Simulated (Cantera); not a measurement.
## Pyrogenic steam for wet oxidation

An isothermal, constant-pressure homogeneous reactor starts with H2 : O2 : N2 = 0.96 : 1 : 6.7 (molar parts), equivalence ratio 0.48, at 998 K and 0.454 atm.

Cantera simulation using the H2/O2 subset of GRI-Mech 3.0, which has no nitrogen chemistry; the numbers are that mechanism's predictions, not measurements. The temperature is held fixed by assumption; the heat of reaction is taken as removed at once.

| t (s) | x H2 | x O2 | x H | x H2O | x OH | x H2O2 | x HO2 |
|---|---|---|---|---|---|---|---|
| 0.000300 | 0.111 | 0.115 | 7.10e-7 | 1.29e-6 | 4.80e-8 | 5.86e-10 | 4.33e-7 |
| 0.000634 | 0.0750 | 0.0995 | 0.00980 | 0.0315 | 0.000960 | 1.63e-6 | 3.92e-5 |
| 0.00134 | 0.00489 | 0.0657 | 0.000142 | 0.112 | 0.000152 | 3.25e-6 | 3.06e-5 |
| 0.00283 | 0.00233 | 0.0646 | 1.50e-5 | 0.115 | 3.66e-5 | 3.66e-6 | 2.22e-5 |
| 0.00597 | 0.00144 | 0.0642 | 3.20e-6 | 0.116 | 1.29e-5 | 5.10e-6 | 1.71e-5 |
| 0.0126 | 0.000984 | 0.0640 | 8.96e-7 | 0.116 | 5.32e-6 | 6.47e-6 | 1.32e-5 |
| 0.0266 | 0.000661 | 0.0639 | 3.66e-7 | 0.117 | 3.21e-6 | 6.01e-6 | 1.00e-5 |
| 0.0563 | 0.000381 | 0.0637 | 1.46e-7 | 0.117 | 2.18e-6 | 3.55e-6 | 6.88e-6 |
| 0.119 | 0.000180 | 0.0636 | 4.32e-8 | 0.117 | 1.36e-6 | 1.30e-6 | 3.91e-6 |
| 0.251 | 7.25e-5 | 0.0636 | 9.48e-9 | 0.117 | 7.35e-7 | 3.03e-7 | 1.83e-6 |
| 0.531 | 2.74e-5 | 0.0636 | 1.78e-9 | 0.117 | 3.62e-7 | 5.42e-8 | 7.59e-7 |
| 1.12 | 9.96e-6 | 0.0636 | 3.33e-10 | 0.117 | 1.83e-7 | 8.68e-9 | 2.94e-7 |
| 2.37 | 3.19e-6 | 0.0636 | 6.28e-11 | 0.117 | 1.05e-7 | 1.21e-9 | 9.94e-8 |
| 5.00 | 6.97e-7 | 0.0636 | 9.99e-12 | 0.117 | 7.38e-8 | 1.38e-10 | 2.32e-8 |
x: mole fraction; the columns are a selection and need not sum to one.

Equilibrium at this temperature and pressure: H2 5.69e-11, O2 0.0636, H <1e-12, H2O 0.117, OH 1.08e-7, H2O2 5.51e-11, HO2 3.28e-10 (gas phase only).
